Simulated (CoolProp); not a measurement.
Vapour-liquid equilibrium of CH2F2 (R32) (1) + R142b (2) at -58.95 °C; x and y are mole fractions of (1).

The numbers come from the multi-fluid Helmholtz-energy mixture model, Tillner-Roth 1997 and Lemmon 2006; pair parameters Bell 2016 in CoolProp.

| x | bubble pressure, mixture model (MPa) | bubble pressure, Raoult's law (MPa) | y, mixture model | y, Raoult's law |
|---|---|---|---|---|
| 0.05 | 0.01218 | 0.01071 | 0.401 | 0.321 |
| 0.15 | 0.02127 | 0.01683 | 0.690 | 0.614 |
| 0.25 | 0.02981 | 0.02295 | 0.802 | 0.750 |
| 0.35 | 0.03733 | 0.02907 | 0.859 | 0.829 |
| 0.45 | 0.04369 | 0.03519 | 0.894 | 0.880 |
| 0.55 | 0.04902 | 0.04131 | 0.917 | 0.917 |
| 0.65 | 0.05358 | 0.04742 | 0.935 | 0.944 |
| 0.75 | 0.05773 | 0.05354 | 0.951 | 0.964 |
| 0.85 | 0.06186 | 0.05966 | 0.968 | 0.981 |
| 0.95 | 0.06635 | 0.06578 | 0.988 | 0.994 |

The largest gap from Raoult's law is +29.9 % in bubble pressure, at x = 0.25. No azeotrope shows between x = 0.05 and 0.95.

Pair parameters are fitted to limited data, so mixtures are less certain than the pure fluids.
